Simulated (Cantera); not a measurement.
## Fluorocarbon and chlorocarbon gases: c-C4F8 + CH4 + H2

Input: 1 mol c-C4F8, 0.1 mol CH4, 0.29 mol H2, equilibrated at 0.00950 bar.

Method: chemical equilibrium by Gibbs-energy minimisation in Cantera with the NASA 1993 tables (ideal gas, pure condensed phases). Candidate condensed phases: C, C6H6, C7H8, C8H18; 95 gas species. The feed counts by its element totals alone. Gases not in the tables: C2F6 and larger saturated fluorocarbons. Equilibrium is a limit: real reactors are often held back by kinetics, nucleation or transport.

From 1323 K to 2023 K the condensed part is C(graphite). The main C-bearing gas is CF4 throughout.

| T (K) | x CF4 | x HF | x CF2 | x F | x CF3 | x CF | x C2F4 | x CHF3 | n C(graphite) |
|---|---|---|---|---|---|---|---|---|---|
| 1323 | 0.642 | 0.358 | 1.74e-5 | 1.95e-6 | 6.30e-6 | 5.23e-11 | 7.63e-10 | 7.76e-7 | 2.34 |
| 1423 | 0.642 | 0.358 | 0.000104 | 1.47e-5 | 2.69e-5 | 1.16e-9 | 4.48e-9 | 1.02e-6 | 2.34 |
| 1523 | 0.641 | 0.358 | 0.000492 | 8.51e-5 | 9.47e-5 | 1.72e-8 | 2.08e-8 | 1.30e-6 | 2.34 |
| 1623 | 0.640 | 0.358 | 0.00191 | 0.000397 | 0.000285 | 1.82e-7 | 8.00e-8 | 1.60e-6 | 2.34 |
| 1723 | 0.635 | 0.357 | 0.00629 | 0.00155 | 0.000748 | 1.45e-6 | 2.61e-7 | 1.92e-6 | 2.34 |
| 1823 | 0.622 | 0.354 | 0.0180 | 0.00518 | 0.00175 | 9.17e-6 | 7.38e-7 | 2.23e-6 | 2.32 |
| 1923 | 0.590 | 0.346 | 0.0452 | 0.0152 | 0.00364 | 4.74e-5 | 1.81e-6 | 2.47e-6 | 2.29 |
| 2023 | 0.525 | 0.329 | 0.100 | 0.0392 | 0.00668 | 0.000204 | 3.79e-6 | 2.55e-6 | 2.22 |
x: gas mole fraction; n: condensed amount in mol.
